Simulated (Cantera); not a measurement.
A closed system holds: 1 mol CH₃SiCl₃, 1.3 mol HCl, 81 mol H₂, held at 2025 °C and 1.00 bar.

Cantera equilibrium calculation (NASA polynomials, part measured and part estimated; ideal gas, pure solids and liquids). Candidate condensed phases: C, C₆H₆, C₇H₈, C₈H₁₈, Si, SiC; 109 gas species. The feed counts by its element totals alone. The tables' values for SiCl are old estimates; treat these amounts as uncertain. Gases not in the tables: Si₂H₆ and higher silanes. Kinetics and transport are ignored.

**Question.** What is the equilibrium state?

**Answer.** 
```json
{
  "x(H₂)": "0.940",
  "x(HCl)": "0.0472",
  "x(H)": "0.00929",
  "x(SiCl₂)": "0.00126",
  "x(C₂H₂ (acetylene))": "0.000896",
  "x(Cl)": "0.000336",
  "x(Si)": "0.000277",
  "x(SiH₂)": "0.000132",
  "x(SiCl)": "0.000115",
  "n(SiC(s))": "0.833 mol",
  "gas_amount": "85.74 mol",
  "log10 activity of C(graphite) (absent)": "-0.33",
  "log10 activity of Si(l) (absent)": "-0.52"
}
```
